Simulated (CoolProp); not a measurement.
C3F8 (R218) along the isotherm 378.7 K: fugacity coefficient from the reference equation and from simpler models built on Tc = 345.0 K, pc = 26.40 bar, ω = 0.317; each cubic takes its own stable root.

Values from CoolProp's reference Helmholtz-energy equation of state, Lemmon 2006. It is a short technical equation, of lower accuracy than the large ones.

```csv
p (bar),phase,reference
0.125,gas,0.9989
0.257,gas,0.9977
0.528,gas,0.9953
1.08,gas,0.9904
2.23,gas,0.9803
4.57,gas,0.9597
9.39,gas,0.9175
19.3,gas,0.8316
39.6,supercritical,0.6602
```

**Question.** How far does each simpler model (Soave-Redlich-Kwong, Peng-Robinson) lie from the reference over these 9 states: mean and median of the absolute difference, and the worst?

**Answer.** 
- Soave-Redlich-Kwong: mean 0.2 %, median 0.1 %, worst +0.8 % at 378.7 K and 39.6 bar
- Peng-Robinson: mean 1.0 %, median 0.4 %, worst -3.6 % at 378.7 K and 39.6 bar
